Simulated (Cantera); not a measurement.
A closed system holds: 1 mol SiO2, 0.75 mol CO, 0.73 mol CH4, at 38000 Pa.

Equilibrium computed with Cantera from the NASA thermochemical tables; the gas is ideal and each condensed phase is pure. Candidate condensed phases: C, C6H6, C7H8, C8H18, H2O, Si, SiC, SiO2; 123 gas species. Mutual solubility and eutectic melting of coexisting phases are not modelled. The tables hold silica as quartz up to 1696 K and as liquid above; real silica turns to tridymite and cristobalite and melts near 1996 K. Rates play no part.

Problem. What share of the Si ends up in condensed phases as a function of T (K), at 1098, 1198, 1298, 1398, 1498, 1598, 1698, 1798, 1898, 1998, 2098, 2198?

Solution. 
```
T (K)  Si condensed (%)                        as
-----  ----------------  ------------------------
1098              100.0            SiO2(β-quartz)
1198              100.0            SiO2(β-quartz)
1298              100.0            SiO2(β-quartz)
1398              100.0            SiO2(β-quartz)
1498              100.0            SiO2(β-quartz)
1598               99.9            SiO2(β-quartz)
1698               98.6  SiC(s) + SiO2(condensed)
1798               91.1  SiC(s) + SiO2(condensed)
1898               42.0  SiC(s) + SiO2(condensed)
1998               26.8                   SiO2(l)
2098               26.3                   SiO2(l)
2198               24.4                   SiO2(l)
```
